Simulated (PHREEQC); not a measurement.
AlCl3 is added in steps, without added water, to 1 kg of water holding 52 mmol/kgw NiSO4 and 4.1 mmol/kgw NiCl2, at 25 °C. Oxygen is held at 0.21 atm. No CO2 enters from the air. Only these solids could form: Al(OH)3(a), Ni(OH)2, Ni4(OH)6SO4, Basaluminite, Morenosite.

Base run: PHREEQC, ion-association model, wateq4f.dat. Each further column changes one thing. The table gives pH.

```json
[
 {"AlCl3 added (mol)": "0", "base": "6.04", "NiSO4 replaced by K2SO4 at the same molality": "…", "diluted 100-fold with water": "6.59", "0.091 mol/kgw H2SO4 added": "1.14", "no solid may form": "6.04"},
 {"AlCl3 added (mol)": "0.011", "base": "3.93", "NiSO4 replaced by K2SO4 at the same molality": "3.98", "diluted 100-fold with water": "3.68", "0.091 mol/kgw H2SO4 added": "1.12", "no solid may form": "4.23"},
 {"AlCl3 added (mol)": "0.022", "base": "3.78", "NiSO4 replaced by K2SO4 at the same molality": "3.81", "diluted 100-fold with water": "3.55", "0.091 mol/kgw H2SO4 added": "1.09", "no solid may form": "4.00"},
 {"AlCl3 added (mol)": "0.0275", "base": "3.73", "NiSO4 replaced by K2SO4 at the same molality": "3.76", "diluted 100-fold with water": "3.51", "0.091 mol/kgw H2SO4 added": "…", "no solid may form": "3.91"},
 {"AlCl3 added (mol)": "0.0385", "base": "3.65", "NiSO4 replaced by K2SO4 at the same molality": "3.67", "diluted 100-fold with water": "3.45", "0.091 mol/kgw H2SO4 added": "1.07", "no solid may form": "3.78"},
 {"AlCl3 added (mol)": "0.0495", "base": "3.60", "NiSO4 replaced by K2SO4 at the same molality": "3.60", "diluted 100-fold with water": "3.41", "0.091 mol/kgw H2SO4 added": "…", "no solid may form": "3.67"},
 {"AlCl3 added (mol)": "0.0605", "base": "3.56", "NiSO4 replaced by K2SO4 at the same molality": "3.56", "diluted 100-fold with water": "3.37", "0.091 mol/kgw H2SO4 added": "…", "no solid may form": "3.59"},
 {"AlCl3 added (mol)": "0.0715", "base": "3.52", "NiSO4 replaced by K2SO4 at the same molality": "3.53", "diluted 100-fold with water": "3.34", "0.091 mol/kgw H2SO4 added": "1.03", "no solid may form": "3.53"},
 {"AlCl3 added (mol)": "0.0825", "base": "3.48", "NiSO4 replaced by K2SO4 at the same molality": "3.49", "diluted 100-fold with water": "3.31", "0.091 mol/kgw H2SO4 added": "1.02", "no solid may form": "3.48"},
 {"AlCl3 added (mol)": "0.088", "base": "3.45", "NiSO4 replaced by K2SO4 at the same molality": "…", "diluted 100-fold with water": "…", "0.091 mol/kgw H2SO4 added": "1.01", "no solid may form": "3.45"},
 {"AlCl3 added (mol)": "0.099", "base": "3.41", "NiSO4 replaced by K2SO4 at the same molality": "3.42", "diluted 100-fold with water": "…", "0.091 mol/kgw H2SO4 added": "1.01", "no solid may form": "3.41"},
 {"AlCl3 added (mol)": "0.11", "base": "3.38", "NiSO4 replaced by K2SO4 at the same molality": "3.39", "diluted 100-fold with water": "3.25", "0.091 mol/kgw H2SO4 added": "1.00", "no solid may form": "3.38"}
]
```

Q: What belongs in the gaps?

A: 
- 0, NiSO4 replaced by K2SO4 at the same molality: 6.65
- 0.0275, 0.091 mol/kgw H2SO4 added: 1.08
- 0.0495, 0.091 mol/kgw H2SO4 added: 1.05
- 0.0605, 0.091 mol/kgw H2SO4 added: 1.04
- 0.088, NiSO4 replaced by K2SO4 at the same molality: 3.46
- 0.088, diluted 100-fold with water: 3.30
- 0.099, diluted 100-fold with water: 3.27

 In at least one series the solution becomes supersaturated in solids that the run did not let form, among them Basaluminite. Solids allowed in the column 'NiSO4 replaced by K2SO4 at the same molality': Al(OH)3(a), Ni(OH)2, Ni4(OH)6SO4, Basaluminite, Morenosite, AlumK.
